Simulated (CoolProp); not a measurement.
Vapour-liquid equilibrium of R22 (1) + R113 (2) at 3.11 bar; x and y are mole fractions of (1).

Values from CoolProp's multi-fluid Helmholtz-energy mixture model, Kamei 1995 and Marx 1992; pair parameters Bell 2016.

```csv
x,"bubble temperature, mixture model (K)","bubble temperature, Raoult's law (K)","y, mixture model","y, Raoult's law"
0.05,341.0,339.5,0.397,0.446
0.125,319.3,319.8,0.706,0.723
0.2,304.1,306.7,0.839,0.840
0.275,293.5,297.2,0.902,0.899
0.35,285.8,289.9,0.934,0.933
0.425,280.2,284.0,0.953,0.954
0.5,275.9,279.1,0.965,0.968
0.575,272.5,275.0,0.974,0.978
0.65,269.7,271.4,0.980,0.984
0.725,267.3,268.3,0.985,0.990
0.8,265.1,265.6,0.989,0.993
0.875,263.0,263.1,0.993,0.996
0.95,260.9,260.9,0.997,0.999
```

The largest gap from Raoult's law is -4.1 K in bubble temperature, at x = 0.35. No azeotrope shows between x = 0.05 and 0.95.

Pair parameters are fitted to limited data, so mixtures are less certain than the pure fluids. The gap from Raoult's law changes sign with composition, which may be real or a fault of the pair parameters; it wasn't checked against measurements.
